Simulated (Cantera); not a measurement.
# Premixed flame

A freely propagating, adiabatic, planar premixed flame of 5.69 % CH₄, 1.37 % C₂H₆, 19.5 % O₂, 73.5 % N₂, unburnt at 473 K and 120000 Pa; mixture-averaged transport, grid criteria slope 0.08 and curve 0.16, no radiation.

Cantera simulation using GRI-Mech 3.0 (53 species, 325 reactions); the numbers are that mechanism's predictions, not measurements. Burning velocities carry a grid error of a few per cent, more on coarse grids.

```json
[
 {"z (mm)": "-1.03", "T (K)": "473", "u (m/s)": "0.670", "x CH₄": "0.0569", "x C₂H₆": "0.0137", "x O₂": "0.195", "x CO₂": "2.39e-7", "x H₂O": "3.37e-5", "x NO₂": "<1e-8"},
 {"z (mm)": "-0.684", "T (K)": "475", "u (m/s)": "0.673", "x CH₄": "0.0568", "x C₂H₆": "0.0136", "x O₂": "0.194", "x CO₂": "4.71e-6", "x H₂O": "0.000359", "x NO₂": "<1e-8"},
 {"z (mm)": "-0.513", "T (K)": "483", "u (m/s)": "0.685", "x CH₄": "0.0563", "x C₂H₆": "0.0136", "x O₂": "0.194", "x CO₂": "3.19e-5", "x H₂O": "0.00152", "x NO₂": "<1e-8"},
 {"z (mm)": "-0.342", "T (K)": "538", "u (m/s)": "0.766", "x CH₄": "0.0539", "x C₂H₆": "0.0133", "x O₂": "0.189", "x CO₂": "0.000374", "x H₂O": "0.00874", "x NO₂": "7.33e-8"},
 {"z (mm)": "-0.171", "T (K)": "895", "u (m/s)": "1.29", "x CH₄": "0.0395", "x C₂H₆": "0.00963", "x O₂": "0.159", "x CO₂": "0.00498", "x H₂O": "0.0468", "x NO₂": "1.77e-7"},
 {"z (mm)": "-0.0855", "T (K)": "1282", "u (m/s)": "1.87", "x CH₄": "0.0230", "x C₂H₆": "0.00416", "x O₂": "0.122", "x CO₂": "0.0133", "x H₂O": "0.0840", "x NO₂": "5.00e-8"},
 {"z (mm)": "0", "T (K)": "1653", "u (m/s)": "2.43", "x CH₄": "0.00589", "x C₂H₆": "0.000243", "x O₂": "0.0790", "x CO₂": "0.0275", "x H₂O": "0.120", "x NO₂": "<1e-8"},
 {"z (mm)": "0.0855", "T (K)": "1805", "u (m/s)": "2.64", "x CH₄": "0.000419", "x C₂H₆": "5.67e-7", "x O₂": "0.0552", "x CO₂": "0.0427", "x H₂O": "0.134", "x NO₂": "<1e-8"},
 {"z (mm)": "0.171", "T (K)": "1859", "u (m/s)": "2.71", "x CH₄": "1.48e-5", "x C₂H₆": "<1e-8", "x O₂": "0.0471", "x CO₂": "0.0536", "x H₂O": "0.137", "x NO₂": "<1e-8"},
 {"z (mm)": "0.342", "T (K)": "1927", "u (m/s)": "2.79", "x CH₄": "3.60e-8", "x C₂H₆": "<1e-8", "x O₂": "0.0421", "x CO₂": "0.0640", "x H₂O": "0.138", "x NO₂": "<1e-8"},
 {"z (mm)": "0.684", "T (K)": "2006", "u (m/s)": "2.89", "x CH₄": "<1e-8", "x C₂H₆": "<1e-8", "x O₂": "0.0387", "x CO₂": "0.0704", "x H₂O": "0.142", "x NO₂": "<1e-8"},
 {"z (mm)": "1.37", "T (K)": "2079", "u (m/s)": "2.99", "x CH₄": "<1e-8", "x C₂H₆": "<1e-8", "x O₂": "0.0362", "x CO₂": "0.0746", "x H₂O": "0.146", "x NO₂": "1.09e-8"},
 {"z (mm)": "2.73", "T (K)": "2131", "u (m/s)": "3.05", "x CH₄": "<1e-8", "x C₂H₆": "<1e-8", "x O₂": "0.0344", "x CO₂": "0.0781", "x H₂O": "0.149", "x NO₂": "1.89e-8"}
]
```
x: mole fraction of selected species; z is measured from the peak of heat release.

```yaml
laminar_burning_velocity: 66.9 cm/s
thermal_thickness: 0.342 mm
grid_points: 142
```
